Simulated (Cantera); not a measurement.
A Cantera script and what it prints.

```python
import numpy as np
import cantera as ct

gas_names = """
    CL CL2 H HCL H2 Si SiCL SiCL2 SiCL3 SiCL4 SiH SiHCL3 SiH2 SiH2CL2 SiH3 SiH3CL SiH4 Si2 Si3
""".split()
cond_names = """
    Si(cr) Si(L)
""".split()


# ... load() reads the species with a 1 bar reference pressure and builds the phases ...
atoms = {
    'Si': {'Si': 1},
    'Cl2': {'CL': 2},
    'H2': {'H': 2},
}
top_T = {}  # K; cautious upper limits of use, not melting points


# ... equilibrate(T, P, feed) seeds the gas with the atoms and calls Mixture.equilibrate('TP', solver="vcs", rtol=1e-11, max_steps=5000) ...
results = []
T = 898  # K
P = 10000  # Pa
for m in [0.5, 0.65, 0.84, 1.1, 1.4, 1.8, 2.4]:
    feed = {'Si': 1, 'Cl2': m, 'H2': 0.28}  # mol
    mix = equilibrate(T, P, feed)
    results.append((T, P, feed, dict(zip(mix.species_names, mix.species_moles))))

top = {s: max(r[3][s] / sum(r[3][g] for g in gas_names) for r in results) for s in gas_names}
cols = sorted((s for s in top if top[s] > 1e-05), key=lambda s: -top[s])[:5]
seen = [c for c in cond_names if any(r[3].get(c, 0) > 1e-12 for r in results)]
print("log10 of partial pressures in bar; condensed amounts in mol")
print(f"{'n(Cl2)':>10s}" + "".join(f"{s[:9]:>10s}" for s in cols + seen))
for T, P, feed, n in results:
    ng = sum(n[g] for g in gas_names)
    print(f"{feed['Cl2']:10.4g}" + "".join(f"{np.log10(max(n[s] / ng * P / 1e5, 1e-99)):10.3f}" for s in cols)
          + "".join(f"{n.get(c, 0):10.4g}" for c in seen))
```

Result:

```
log10 of partial pressures in bar; condensed amounts in mol
    n(Cl2)     SiCL4        H2       HCL    SiHCL3       CL2    Si(cr)
       0.5    -1.374    -1.304    -3.082    -2.152   -16.508    0.7414
      0.65    -1.312    -1.368    -3.099    -2.137   -16.477    0.6647
      0.84    -1.259    -1.438    -3.120    -2.132   -16.450    0.5679
       1.1    -1.211    -1.520    -3.149    -2.137   -16.426    0.4358
       1.4    -1.175    -1.601    -3.181    -2.150   -16.408    0.2836
       1.8    -1.143    -1.691    -3.218    -2.171   -16.392   0.08113
       2.4    -1.225   -12.455    -1.477   -14.759    -2.146         0
```

Cantera equilibrium calculation (NASA polynomials, part measured and part estimated; ideal gas, pure solids and liquids). The tables' values for SiCl3 are old estimates; treat these amounts as uncertain.
